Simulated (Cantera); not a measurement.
## Premixed flame

A freely propagating, adiabatic, planar premixed flame of 4.88 % CH4, 1.85 % C2H6, 16.2 % O2, 60.9 % N2, 16.1 % CO2, equivalence ratio 1.0, unburnt at 575 K and 0.868 atm; multicomponent+Soret transport, grid criteria slope 0.08 and curve 0.16, no radiation.

Computed with Cantera and GRI-Mech 3.0 (53 species, 325 reactions). Burning velocities carry a grid error of a few per cent, more on coarse grids.

```csv
z (mm),T (K),u (m/s),x CH4,x C2H6,x O2,x HCO,x NO2,x CH3
-2.04,575,0.500,0.0487,0.0185,0.162,<1e-8,<1e-8,<1e-8
-1.36,578,0.503,0.0483,0.0185,0.162,<1e-8,<1e-8,<1e-8
-1.02,587,0.511,0.0476,0.0184,0.161,<1e-8,1.77e-8,<1e-8
-0.681,639,0.558,0.0445,0.0180,0.156,<1e-8,1.09e-7,2.07e-7
-0.340,929,0.821,0.0321,0.0129,0.126,1.04e-7,2.74e-7,6.44e-5
-0.170,1254,1.12,0.0190,0.00555,0.0909,3.87e-6,7.43e-8,0.000714
0,1590,1.44,0.00449,0.000258,0.0498,2.34e-5,<1e-8,0.000922
0.170,1719,1.55,0.000194,1.76e-7,0.0292,3.94e-6,<1e-8,4.95e-5
0.340,1762,1.59,4.05e-6,<1e-8,0.0236,1.49e-7,<1e-8,1.09e-6
0.681,1817,1.63,<1e-8,<1e-8,0.0201,3.52e-8,<1e-8,<1e-8
1.36,1880,1.68,<1e-8,<1e-8,0.0168,1.81e-8,<1e-8,<1e-8
2.72,1942,1.73,<1e-8,<1e-8,0.0135,<1e-8,<1e-8,<1e-8
5.45,1993,1.77,<1e-8,<1e-8,0.0104,<1e-8,<1e-8,<1e-8
```
x: mole fraction of selected species; z is measured from the peak of heat release.

- laminar burning velocity: 49.9 cm/s
- thermal thickness: 0.681 mm
- peak x(HCO): 2.35e-5
- peak x(CH3): 0.00126
- grid points: 134
